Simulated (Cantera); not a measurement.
## Catalytic combustion on Pt

An isothermal plug-flow reactor at 450 K and 3750 Torr (inlet), inlet velocity 0.17 m/s, active area per volume 220 1/m; feed 2.36 % H2, 16.4 % O2, 81.2 % N2, equivalence ratio 0.072.

Cantera simulation using Deutschmann's 1995 Pt surface mechanism with GRI-Mech 3.0 gas chemistry; the numbers are that mechanism's predictions, not measurements. Catalytic surfaces can have several steady states; this one follows from the mechanism file's or the stated starting coverage. Mass transfer to the wall is taken as infinitely fast.

```
z (m)        x H2   x O2   x H2O  θ free Pt   θ O*   θ OH*
-------  --------  -----  ------  ---------  -----  ------
0.00029   0.00804  0.158  0.0158     0.0697  0.744   0.182
0.00052   0.00524  0.157  0.0186     0.0457  0.792   0.159
0.00092   0.00325  0.156  0.0206     0.0285  0.836   0.133
0.0016    0.00197  0.155  0.0219     0.0173  0.873   0.108
0.0029    0.00112  0.155  0.0228    0.00990  0.905  0.0842
0.0052   0.000636  0.155  0.0233    0.00562  0.929  0.0647
0.0092   0.000363  0.155  0.0236    0.00321  0.947  0.0496
0.016    0.000209  0.155  0.0237    0.00185  0.960  0.0380
0.029    0.000116  0.154  0.0238    0.00103  0.970  0.0285
```
x: gas mole fraction; θ: surface coverage.
